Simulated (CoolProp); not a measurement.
R113 along the isobar 703 kPa: density (kg/m³) from the reference equation and from simpler models built on Tc = 487.2 K, pc = 3392 kPa, ω = 0.253; each cubic takes its own stable root.

Computed with CoolProp (reference Helmholtz-energy equation of state, Marx 1992).

```json
[
 {"T (K)": "364.9", "phase": "liquid", "reference": "1394"},
 {"T (K)": "378.4", "phase": "liquid", "reference": "1355"},
 {"T (K)": "391.9", "phase": "liquid", "reference": "1312"},
 {"T (K)": "405.5", "phase": "gas", "reference": "45.77"},
 {"T (K)": "419", "phase": "gas", "reference": "43.38"},
 {"T (K)": "432.5", "phase": "gas", "reference": "41.32"},
 {"T (K)": "446", "phase": "gas", "reference": "39.52"},
 {"T (K)": "459.5", "phase": "gas", "reference": "37.92"},
 {"T (K)": "473", "phase": "gas", "reference": "36.47"},
 {"T (K)": "486.5", "phase": "gas", "reference": "35.16"},
 {"T (K)": "500", "phase": "gas", "reference": "33.96"}
]
```

Problem. How far does each simpler model (Soave-Redlich-Kwong, Peng-Robinson) lie from the reference over these 11 states: mean and median of the absolute difference, and the worst?

Solution. 
- Soave-Redlich-Kwong: mean 2.4 %, median 0.1 %, worst -9.2 % at 391.9 K and 703 kPa
- Peng-Robinson: mean 1.7 %, median 1.0 %, worst +4.4 % at 364.9 K and 703 kPa
